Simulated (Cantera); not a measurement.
## Diamond growth

A diamond (100) surface in a fixed gas of H2 with x(CH4) = 0.0036, x(H) = 0.0027, at 1273 K, 15000 Pa; coverages are run to steady state.

Detailed kinetics in Cantera: the Harris–Goodwin 1993 mechanism for the reconstructed diamond (100) surface.

```json
[
 {"x(CH3)": "1e-06", "growth (µm/h)": "0.0403", "θ c6HH": "0.408", "θ c6H*": "0.0457", "θ c6*H": "0.511", "θ c6**": "0.0358", "θ c6HM": "1.03e-5"},
 {"x(CH3)": "2.7e-06", "growth (µm/h)": "0.109", "θ c6HH": "0.408", "θ c6H*": "0.0457", "θ c6*H": "0.511", "θ c6**": "0.0358", "θ c6HM": "2.79e-5"},
 {"x(CH3)": "7.5e-06", "growth (µm/h)": "0.302", "θ c6HH": "0.408", "θ c6H*": "0.0457", "θ c6*H": "0.511", "θ c6**": "0.0358", "θ c6HM": "7.74e-5"},
 {"x(CH3)": "2e-05", "growth (µm/h)": "0.805", "θ c6HH": "0.408", "θ c6H*": "0.0457", "θ c6*H": "0.510", "θ c6**": "0.0357", "θ c6HM": "0.000206"},
 {"x(CH3)": "5.6e-05", "growth (µm/h)": "2.25", "θ c6HH": "0.407", "θ c6H*": "0.0457", "θ c6*H": "0.510", "θ c6**": "0.0356", "θ c6HM": "0.000576"},
 {"x(CH3)": "0.00015", "growth (µm/h)": "5.98", "θ c6HH": "0.407", "θ c6H*": "0.0456", "θ c6*H": "0.509", "θ c6**": "0.0353", "θ c6HM": "0.00154"},
 {"x(CH3)": "0.00042", "growth (µm/h)": "16.4", "θ c6HH": "0.405", "θ c6H*": "0.0453", "θ c6*H": "0.506", "θ c6**": "0.0344", "θ c6HM": "0.00425"},
 {"x(CH3)": "0.0011", "growth (µm/h)": "41.2", "θ c6HH": "0.400", "θ c6H*": "0.0447", "θ c6*H": "0.499", "θ c6**": "0.0323", "θ c6HM": "0.0108"},
 {"x(CH3)": "0.0031", "growth (µm/h)": "103", "θ c6HH": "0.389", "θ c6H*": "0.0430", "θ c6*H": "0.480", "θ c6**": "0.0273", "θ c6HM": "0.0279"}
]
```
θ: site fractions in the mechanism's names (c6HH fully hydrogenated, c6H* and c6*H radical sites, c6** diradical, c6HM methylated).
